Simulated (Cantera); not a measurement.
Input (Python, Cantera):

```python
import numpy as np
import cantera as ct

gas = ct.Solution("h2o2.yaml")
gas.TPX = 1423, 520, {'H2': 0.92, 'O2': 1}
inlet = ct.Reservoir(gas, clone=True)

reactor = ct.IdealGasConstPressureReactor(gas, energy="off", clone=False)
exhaust = ct.Reservoir(gas, clone=True)
tau = [16, 3.9, 0.98, 0.24, 0.061, 0.015, 0.0038, 0.00095, 0.00024][0]
for a, b in ((inlet, reactor), (reactor, exhaust)):
    ct.MassFlowController(a, b, mdot=lambda t: reactor.mass / tau)
net = ct.ReactorNet([reactor])
show = ['H2', 'O2', 'O', 'OH', 'HO2', 'H', 'H2O2']

rows = []
print(f"{'tau/s':>10s}{'T/K':>9s}" + "".join(f"{s:>11s}" for s in show))
for tau in [16, 3.9, 0.98, 0.24, 0.061, 0.015, 0.0038, 0.00095, 0.00024]:
    net.initial_time = 0.0
    net.advance(30 * tau)
    before = gas.X
    net.advance(40 * tau)
    drift = np.max(np.abs(gas.X - before) / (gas.X + 1e-9))
    rows.append([gas.T, *gas[show].X, drift])
    print(f"{tau:10.3e}{gas.T:9.1f}" + "".join(f"{x:11.3e}" for x in gas[show].X))
```

It prints:

```
     tau/s      T/K         H2         O2          O         OH        HO2          H       H2O2
 1.600e+01   1423.0  1.979e-03  3.668e-01  2.407e-03  6.006e-03  1.427e-06  8.651e-04  8.771e-08
 3.900e+00   1423.0  5.037e-03  3.638e-01  6.186e-03  9.553e-03  2.272e-06  3.563e-03  1.365e-07
 9.800e-01   1423.0  1.210e-02  3.578e-01  1.525e-02  1.470e-02  2.926e-06  1.375e-02  1.904e-07
 2.400e-01   1423.0  2.642e-02  3.449e-01  3.596e-02  2.135e-02  3.040e-06  4.882e-02  2.183e-07
 6.100e-02   1423.0  4.288e-02  3.246e-01  6.785e-02  2.631e-02  2.574e-06  1.209e-01  1.864e-07
 1.500e-02   1423.0  5.180e-02  3.099e-01  9.025e-02  2.781e-02  2.156e-06  1.794e-01  1.501e-07
 3.800e-03   1423.0  6.127e-02  3.097e-01  9.393e-02  2.843e-02  2.020e-06  1.970e-01  1.410e-07
 9.500e-04   1423.0  9.221e-02  3.272e-01  8.244e-02  2.939e-02  1.978e-06  1.910e-01  1.447e-07
 2.400e-04   1423.0  1.999e-01  3.853e-01  5.061e-02  2.623e-02  1.813e-06  1.433e-01  1.228e-07
```

Model: the H2/O2 subset of GRI-Mech 3.0, which has no nitrogen chemistry, integrated in Cantera. Radical loss at walls, strong at low pressure, is not modelled. The temperature is held fixed by assumption; the heat of reaction is taken as removed at once.
